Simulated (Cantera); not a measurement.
A Cantera script and what it prints.

```python
import numpy as np
import cantera as ct

gas_names = """
    H H2 N NH NH2 NH3 N2 N2H2 N2H4 Si SiH SiH2 SiH3 SiH4 SiN Si2 Si2N Si3
""".split()
cond_names = """
    Si(cr) Si(L) Si3N4(a)
""".split()


def load(file, names, dense=False):
    # The tables refer to 1 bar. Condensed volumes are neglected.
    table = {s.name: s for s in ct.Species.list_from_file(file)}
    out = []
    for n in names:
        d = dict(table[n].input_data)
        d["thermo"] = dict(d["thermo"], **{"reference-pressure": 1e5})
        if dense:
            d["equation-of-state"] = {"model": "constant-volume", "density": "1e6 g/cm^3"}
        out.append(ct.Species.from_dict(d))
    return out


gas = ct.Solution(thermo="ideal-gas", species=load("nasa_gas.yaml", gas_names))
cond = {s.name: ct.Solution(thermo="fixed-stoichiometry", species=[s], name=s.name)
        for s in load("nasa_condensed.yaml", cond_names, dense=True)}
atoms = {
    'Si3N4': {'Si': 3, 'N': 4},
    'Si': {'Si': 1},
    'H2': {'H': 2},
}
top_T = {'Si3N4(a)': 2400}  # K; cautious upper limits of use, not melting points


def equilibrate(T, P, feed):
    n = {}
    for name, mol in feed.items():
        for a, k in atoms[name].items():
            n[a] = n.get(a, 0.0) + k * mol
    gas.TPX = T, P, n
    mass = sum(n.values()) * gas.mean_molecular_weight
    gas.equilibrate("TP")
    valid = [c for c in cond.values() if c.min_temp <= T <= top_T.get(c.name, c.max_temp)]
    mix = ct.Mixture([(gas, mass / gas.mean_molecular_weight)] + [(c, 0.0) for c in valid])
    mix.T, mix.P = T, P
    mix.equilibrate("TP", solver="vcs", rtol=1e-11, max_steps=5000)
    return mix


results = []
feed = {'Si3N4': 1, 'Si': 0.25, 'H2': 0.064}  # mol
T = 2023.15  # K
P = 44  # Pa
mix = equilibrate(T, P, feed)
results.append((T, P, feed, dict(zip(mix.species_names, mix.species_moles))))
print(gas.report(threshold=1e-05))
for i in range(1, mix.n_phases):
    print(f"{mix.phase(i).name:16s} {mix.phase_moles(i):12.5e} mol")
```

It prints:

```
       temperature   2023.2 K
          pressure   44 Pa
           density   7.128e-05 kg/m^3
  mean mol. weight   27.251 kg/kmol
   phase of matter   gas

                          1 kg             1 kmol
                     ---------------   ---------------
          enthalpy        4.2867e+06        1.1682e+08  J
   internal energy        3.6694e+06        9.9994e+07  J
           entropy             11506        3.1353e+05  J/K
    Gibbs function       -1.8991e+07       -5.1751e+08  J
 heat capacity c_p            1248.6             34026  J/K
 heat capacity c_v            943.53             25712  J/K

                      mass frac. Y      mole frac. X     chem. pot. / RT
                     ---------------   ---------------   ---------------
                 H        0.00047591          0.012866           -15.575
                H2          0.001491          0.020154            -31.15
                N2           0.85745           0.83408            -34.89
                Si            0.1335           0.12953           -5.9517
               SiH        0.00026476          0.000248           -21.527
               SiN        0.00094483        0.00061169           -23.397
               Si2         0.0029245         0.0014188           -11.903
              Si2N         0.0020248        0.00078624           -29.348
               Si3        0.00092997        0.00030078           -17.855
     [   +9 minor]        2.7209e-06        2.4929e-06

Si(L)             2.92487e+00 mol
Si3N4(a)          0.00000e+00 mol
```

Cantera equilibrium calculation (NASA polynomials, part measured and part estimated; ideal gas, pure solids and liquids). The tables' values for SiN are old estimates; treat these amounts as uncertain.
